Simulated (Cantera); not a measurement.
Feed: 1 mol Si₂H₆, a varied amount of HCl, 78 mol H₂, equilibrated at 1600 K and 1.33 mbar.

Equilibrium computed with Cantera from the NASA thermochemical tables; the gas is ideal and each condensed phase is pure. Candidate condensed phases: Si; 19 gas species. The feed counts by its element totals alone. The tables' values for SiCl are old estimates; treat these amounts as uncertain. The numbers say what is thermodynamically allowed, not how fast it happens.

x: gas mole fraction; n: condensed amount in mol.

| n(HCl) (mol) | x H₂ | x HCl | x H | x SiCl₂ | n Si(s) |
|---|---|---|---|---|---|
| 0.028 | 0.998 | 0.000344 | 0.00149 | ___ | 1.99 |
| 0.046 | 0.998 | 0.000564 | 0.00149 | ___ | 1.99 |
| 0.076 | 0.997 | 0.000929 | 0.00149 | ___ | 1.99 |
| 0.13 | 0.997 | 0.00158 | 0.00149 | ___ | 1.99 |
| 0.21 | 0.996 | 0.00253 | 0.00149 | ___ | 1.99 |
| 0.35 | 0.994 | 0.00417 | 0.00148 | ___ | 1.99 |
| 0.59 | 0.991 | 0.00688 | 0.00148 | ___ | 1.98 |
| 0.98 | 0.987 | 0.0111 | 0.00148 | ___ | 1.96 |
| 1.6 | 0.980 | 0.0172 | 0.00147 | ___ | 1.91 |

Q: Complete the blanks.

A: 
- 0.028, x SiCl₂: 4.08e-7
- 0.046, x SiCl₂: 1.10e-6
- 0.076, x SiCl₂: 2.98e-6
- 0.13, x SiCl₂: 8.64e-6
- 0.21, x SiCl₂: 2.22e-5
- 0.35, x SiCl₂: 6.03e-5
- 0.59, x SiCl₂: 0.000165
- 0.98, x SiCl₂: 0.000428
- 1.6, x SiCl₂: 0.00104
